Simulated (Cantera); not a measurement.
Cantera run:

```python
import numpy as np
import cantera as ct

gas_names = """
    NO NO2 N2O N
""".split()
cond_names = """
    Ta2O5(s) Ta2O5(L) Ta(cr) Ta(L)
""".split()


# ... load() reads the species with a 1 bar reference pressure and builds the phases ...
species = {s.name: s for s in load("nasa_gas.yaml", gas_names) + load("nasa_condensed.yaml", cond_names)}
# Each term lists the table entries of one substance; the one whose range holds T is used.
reactions = {
    '5 NO(g) + Ta2O5 = 5 NO2(g) + 2 Ta':
        [(-5, ['NO']), (-1, ['Ta2O5(s)', 'Ta2O5(L)']), (5, ['NO2']), (2, ['Ta(cr)', 'Ta(L)'])],
    'Ta2O5 + 5 N2O(g) = 2 Ta + 10 NO(g)':
        [(-1, ['Ta2O5(s)', 'Ta2O5(L)']), (-5, ['N2O']), (2, ['Ta(cr)', 'Ta(L)']), (10, ['NO'])],
    '2 Ta + 5 N2O(g) = Ta2O5 + 10 N(g)':
        [(-2, ['Ta(cr)', 'Ta(L)']), (-5, ['N2O']), (1, ['Ta2O5(s)', 'Ta2O5(L)']), (10, ['N'])],
}


def pick(names, T):
    return next(species[n] for n in names if species[n].thermo.min_temp <= T <= species[n].thermo.max_temp)


results = []
for label, terms in reactions.items():
    print(label)
    print("     T/K   dH/kJ  dS/(J/K)   dG/kJ   log10 K")
    for T in [1773, 1873, 1973, 2073, 2173, 2273, 2373]:
        used = [(nu, pick(names, T)) for nu, names in terms]
        dH = sum(nu * s.thermo.h(T) for nu, s in used) / 1e6
        dS = sum(nu * s.thermo.s(T) for nu, s in used) / 1e3
        dG = dH - T * dS / 1e3
        logK = -dG * 1e6 / (ct.gas_constant * T * np.log(10))
        results.append((label, T, dH, dS, dG, logK, [s.name for _, s in used]))
        print(f"{T:8g} {dH:8.1f} {dS:8.1f} {dG:8.1f} {logK:8.2f}")
```

Output:

```
5 NO(g) + Ta2O5 = 5 NO2(g) + 2 Ta
     T/K   dH/kJ  dS/(J/K)   dG/kJ   log10 K
    1773   1711.0     23.0   1670.3   -49.21
    1873   1708.1     21.4   1668.0   -46.52
    1973   1705.2     19.9   1666.0   -44.11
    2073   1581.6    -40.2   1664.9   -41.95
    2173   1574.6    -43.5   1669.1   -40.12
    2273   1567.8    -46.6   1673.6   -38.46
    2373   1561.2    -49.4   1678.4   -36.94
Ta2O5 + 5 N2O(g) = 2 Ta + 10 NO(g)
     T/K   dH/kJ  dS/(J/K)   dG/kJ   log10 K
    1773   2470.4    871.5    925.2   -27.26
    1873   2462.9    867.4    838.3   -23.38
    1973   2455.5    863.5    751.7   -19.90
    2073   2327.2    801.2    666.4   -16.79
    2173   2315.4    795.6    586.6   -14.10
    2273   2303.6    790.3    507.3   -11.66
    2373   2292.0    785.3    428.5    -9.43
2 Ta + 5 N2O(g) = Ta2O5 + 10 N(g)
     T/K   dH/kJ  dS/(J/K)   dG/kJ   log10 K
    1773   2363.6    617.8   1268.3   -37.37
    1873   2367.7    620.0   1206.4   -33.64
    1973   2371.5    622.0   1144.3   -30.30
    2073   2496.0    682.5   1081.2   -27.24
    2173   2503.9    686.2   1012.7   -24.34
    2273   2511.5    689.7    943.9   -21.69
    2373   2518.9    692.8    874.8   -19.26
```

Source: NASA polynomial tables (part measured, part estimated), evaluated in Cantera. Condensed species are held in their standard states even where they would react or evaporate.
